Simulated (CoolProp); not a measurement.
Vapour-liquid equilibrium of isohexane (1) + benzene (2) at 0.0911 MPa; x and y are mole fractions of (1).

The numbers come from the multi-fluid Helmholtz-energy mixture model, Lemmon 2006 and Thol 2012; pair parameters Bell 2016 in CoolProp.

```json
[
 {"x": "0.05", "bubble temperature, mixture model (°C)": "73.5", "bubble temperature, Raoult's law (°C)": "75.4", "y, mixture model": "0.137", "y, Raoult's law": "0.088"},
 {"x": "0.125", "bubble temperature, mixture model (°C)": "69.9", "bubble temperature, Raoult's law (°C)": "73.5", "y, mixture model": "0.282", "y, Raoult's law": "0.208"},
 {"x": "0.2", "bubble temperature, mixture model (°C)": "67.4", "bubble temperature, Raoult's law (°C)": "71.7", "y, mixture model": "0.384", "y, Raoult's law": "0.317"},
 {"x": "0.275", "bubble temperature, mixture model (°C)": "65.5", "bubble temperature, Raoult's law (°C)": "70.0", "y, mixture model": "0.462", "y, Raoult's law": "0.414"},
 {"x": "0.35", "bubble temperature, mixture model (°C)": "63.9", "bubble temperature, Raoult's law (°C)": "68.4", "y, mixture model": "0.528", "y, Raoult's law": "0.502"},
 {"x": "0.425", "bubble temperature, mixture model (°C)": "62.7", "bubble temperature, Raoult's law (°C)": "66.9", "y, mixture model": "0.585", "y, Raoult's law": "0.582"},
 {"x": "0.5", "bubble temperature, mixture model (°C)": "61.6", "bubble temperature, Raoult's law (°C)": "65.4", "y, mixture model": "0.638", "y, Raoult's law": "0.654"},
 {"x": "0.575", "bubble temperature, mixture model (°C)": "60.7", "bubble temperature, Raoult's law (°C)": "64.0", "y, mixture model": "0.690", "y, Raoult's law": "0.720"},
 {"x": "0.65", "bubble temperature, mixture model (°C)": "59.8", "bubble temperature, Raoult's law (°C)": "62.6", "y, mixture model": "0.741", "y, Raoult's law": "0.780"},
 {"x": "0.725", "bubble temperature, mixture model (°C)": "59.1", "bubble temperature, Raoult's law (°C)": "61.3", "y, mixture model": "0.793", "y, Raoult's law": "0.835"},
 {"x": "0.8", "bubble temperature, mixture model (°C)": "58.4", "bubble temperature, Raoult's law (°C)": "60.0", "y, mixture model": "0.847", "y, Raoult's law": "0.885"},
 {"x": "0.875", "bubble temperature, mixture model (°C)": "57.8", "bubble temperature, Raoult's law (°C)": "58.8", "y, mixture model": "0.903", "y, Raoult's law": "0.931"},
 {"x": "0.95", "bubble temperature, mixture model (°C)": "57.3", "bubble temperature, Raoult's law (°C)": "57.7", "y, mixture model": "0.961", "y, Raoult's law": "0.974"}
]
```

The largest gap from Raoult's law is -4.5 K in bubble temperature, at x = 0.275. No azeotrope shows between x = 0.05 and 0.95.

The pair parameters rest on a limited set of measurements; away from them the model extrapolates.
